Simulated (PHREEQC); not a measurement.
PHREEQC input (ion-association model, wateq4f.dat):

```
SOLUTION_MASTER_SPECIES
  An  An-  0  An  62.0  # stands for a non-complexing anion
SOLUTION_SPECIES
  An- = An-
    -log_k 0
    -gamma 3.0 0
PHASES
  Fix_H+
    H+ = H+
    -log_k 0
SOLUTION 1
  temp 25
  units mmol/kgw
  pH 7 charge
  Cl 1.56
  Mg 0.78
  S(6) 0.0059
  Ag 0.0118
  B 0.43
  Na 300
  An 300
END
SELECTED_OUTPUT 1
  -reset false
  -pH true
  -pe true
  -ionic_strength true
  -water true
  -totals Ag B Cl Mg Na S S(-2) S(6)
  -molalities Hfo_wOH Hfo_wOH2+ Hfo_wO- Hfo_sOH Hfo_sOH2+ Hfo_sO- Hfo_wOMg+ Hfo_wH2BO3 Hfo_sOAg Hfo_wOAg
    Hfo_wSO4- Hfo_wOHSO4-2
  -saturation_indices Brucite Cerargyrite Ag2O Ag2SO4 Halite Mirabilite Epsomite
USER_PUNCH 1
  -headings sigma psi
  10 PUNCH EDL("sigma", "Hfo"), EDL("psi", "Hfo")
PRINT
  -reset false
USE solution 1
SURFACE 1
  Hfo_wOH 0.0058427 600 2.6
  Hfo_sOH 0.000146067
EQUILIBRIUM_PHASES 1
  Fix_H+ -3 HAn 10
    -force_equality true
  O2(g) -0.68 10
END
# ... the last block is repeated for the other 12 points of pH, with NaOH or the acid as the point needs
```

Selected output (columns that matter, 13 of 13 rows; pH added in front):

```
pH	mu	Ag	B	Cl	Mg	Na	S	si_Brucite	si_Cerargyrite	si_Ag2O	si_Halite	si_Mirabilite	si_Epsomite	sigma
3	0.30659	1.18e-05	0.00042992	0.00156	0.00078	0.3	1.0713e-07	-14.46	1.3037	-17.523	-5.2225	-7.9855	-9.2305	0.36726
3.67	0.30552	1.1799e-05	0.00042967	0.00156	0.00078	0.3	1.1162e-07	-13.12	1.3036	-16.183	-5.2222	-7.9586	-9.2035	0.35893
4.33	0.30508	1.1779e-05	0.00042882	0.00156	0.00078	0.3	1.4187e-07	-11.8	1.3029	-14.865	-5.2221	-7.8523	-9.0972	0.33079
5	0.30453	1.1551e-05	0.000427	0.00156	0.00077999	0.3	2.7077e-07	-10.46	1.2945	-13.542	-5.2219	-7.5708	-8.8157	0.26912
5.67	0.30389	1.0057e-05	0.00042481	0.00156	0.00077979	0.3	8.0023e-07	-9.1197	1.2344	-12.323	-5.2215	-7.0997	-8.3446	0.19068
6.33	0.30332	5.8172e-06	0.00042309	0.00156	0.00077703	0.3	2.5362e-06	-7.8011	0.9969	-11.48	-5.2205	-6.5983	-7.8447	0.12121
7	0.30277	1.8407e-06	0.00042213	0.00156	0.00074033	0.3	4.9048e-06	-6.4819	0.4974	-11.14	-5.2196	-6.3112	-7.5787	0.06701
7.67	0.30183	4.2705e-07	0.00042227	0.00156	0.00047367	0.30017	5.7278e-06	-5.3357	-0.137	-11.07	-5.2189	-6.2414	-7.7032	0.029432
8.33	0.30174	9.9467e-08	0.0004239	0.00156	0.00010643	0.30141	5.8723e-06	-4.6642	-0.7698	-11.016	-5.217	-6.2255	-8.3394	0.00075533
9	0.30207	2.3585e-08	0.00042662	0.0015599	1.0404e-05	0.30231	5.8967e-06	-4.3346	-1.3949	-10.926	-5.2158	-6.2212	-9.3481	-0.033898
9.67	0.30261	5.9638e-09	0.00042896	0.0015599	9.5663e-07	0.30323	5.8993e-06	-4.0337	-1.9925	-10.781	-5.2146	-6.2191	-10.387	-0.077695
10.33	0.30335	1.7684e-09	0.00042978	0.0015599	1.1876e-07	0.30441	5.8995e-06	-3.6308	-2.5224	-10.521	-5.2131	-6.2167	-11.305	-0.1323
11	0.30501	6.7515e-10	0.00042994	0.0015599	2.4484e-08	0.30658	5.8994e-06	-3.0246	-2.9511	-10.037	-5.2104	-6.2126	-12.041	-0.19394
```

Along this series the solution becomes supersaturated in solids that the run did not let form, among them Cerargyrite. The oxide is taken as insoluble; below pH 4 it would dissolve.
